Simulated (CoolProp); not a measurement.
Oxygen along the isobar 0.842 MPa: Z from the reference equation and from simpler models built on Tc = -118.6 °C, pc = 5.046 MPa, ω = 0.022; each cubic takes its own stable root.

Values from CoolProp's reference Helmholtz-energy equation of state, Schmidt 1985.

```json
[
 {"T (°C)": "-186.65", "phase": "liquid", "reference": "0.03227"},
 {"T (°C)": "-180.75", "phase": "liquid", "reference": "0.03099"},
 {"T (°C)": "-174.85", "phase": "liquid", "reference": "0.02993"},
 {"T (°C)": "-168.85", "phase": "liquid", "reference": "0.02906"},
 {"T (°C)": "-162.95", "phase": "liquid", "reference": "0.02840"},
 {"T (°C)": "-157.05", "phase": "liquid", "reference": "0.02794"},
 {"T (°C)": "-151.15", "phase": "gas", "reference": "0.8758"},
 {"T (°C)": "-145.15", "phase": "gas", "reference": "0.8942"},
 {"T (°C)": "-139.25", "phase": "gas", "reference": "0.9086"},
 {"T (°C)": "-133.35", "phase": "gas", "reference": "0.9204"},
 {"T (°C)": "-127.45", "phase": "gas", "reference": "0.9302"}
]
```

Question: How far does each simpler model (Redlich-Kwong, Soave-Redlich-Kwong) lie from the reference over these 11 states: mean and median of the absolute difference, and the worst?

Answer: 
- Redlich-Kwong: mean 0.6 %, median 0.2 %, worst +1.9 % at -157.05 °C and 0.842 MPa
- Soave-Redlich-Kwong: mean 0.6 %, median 0.1 %, worst +2.6 % at -157.05 °C and 0.842 MPa
